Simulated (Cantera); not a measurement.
What does this Cantera script print?

```python
import numpy as np
import cantera as ct

gas_names = [...]  # 87 gases of nasa_gas.yaml made of C, H, Si
cond_names = """
    C(gr) C6H6(L) C7H8(L) C8H18(L),n-octa Si(cr) Si(L) SiC(b)
""".split()


# ... load() reads the species with a 1 bar reference pressure and builds the phases ...
atoms = {
    'SiH4': {'Si': 1, 'H': 4},
    'C2H2': {'C': 2, 'H': 2},
    'H2': {'H': 2},
}
top_T = {'C(gr)': 4500, 'SiC(b)': 3050}  # K; cautious upper limits of use, not melting points


# ... equilibrate(T, P, feed) seeds the gas with the atoms and calls Mixture.equilibrate('TP', solver="vcs", rtol=1e-11, max_steps=5000) ...
results = []
feed = {'SiH4': 1, 'C2H2': 0.13, 'H2': 27}  # mol
T = 1100  # K
P = 1000  # Pa
mix = equilibrate(T, P, feed)
results.append((T, P, feed, dict(zip(mix.species_names, mix.species_moles))))
x = sorted(zip(gas.X, gas.species_names), reverse=True)
print(f"T = {T:g} K  P = {P:g} Pa  gas = {mix.phase_moles(0):.4g} mol")
print("   x: " + "  ".join(f"{s} {v:.3e}" for v, s in x if v > 1e-06))
print("   condensed (mol): " + ("  ".join(f"{mix.phase(i).name} {mix.phase_moles(i):.4g}"
      for i in range(1, mix.n_phases) if mix.phase_moles(i) > 1e-12) or "none"))
```

Result:

```
T = 1100 K  P = 1000 Pa  gas = 29.13 mol
   x: H2 1.000e+00
   condensed (mol): Si(cr) 0.74  SiC(b) 0.26
```

These are equilibrium values from Cantera (NASA tables, ideal gas, pure condensed phases), not measurements of a reactor. Mutual solubility and eutectic melting of coexisting phases are not modelled.
